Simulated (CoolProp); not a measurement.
o-xylene along the isotherm 294.15 °C: Z from the reference equation and from simpler models built on Tc = 357.1 °C, pc = 3737 kPa, ω = 0.312; each cubic takes its own stable root.

Model: reference Helmholtz-energy equation of state, Zhou 2012, in CoolProp.

```
p (kPa)   phase  reference
-------  ------  ---------
667         gas     0.8979
1330        gas     0.7716
2000     liquid    0.07719
2670     liquid     0.1019
3340     liquid     0.1263
4000     liquid     0.1500
4670     liquid     0.1737
5340     liquid     0.1972
6010     liquid     0.2205
6670     liquid     0.2433
7340     liquid     0.2662
8010     liquid     0.2889
8680     liquid     0.3114
9340     liquid     0.3335
```

Q: How far does each simpler model (Redlich-Kwong, Soave-Redlich-Kwong) lie from the reference over these 14 states: mean and median of the absolute difference, and the worst?

A: 
- Redlich-Kwong: mean 72.1 %, median 20.2 %, worst +769.8 % at 294.15 °C and 2000 kPa
- Soave-Redlich-Kwong: mean 14.6 %, median 15.9 %, worst +20.4 % at 294.15 °C and 2000 kPa

At some of these states Redlich-Kwong gives the other phase, because its saturation line lies elsewhere.
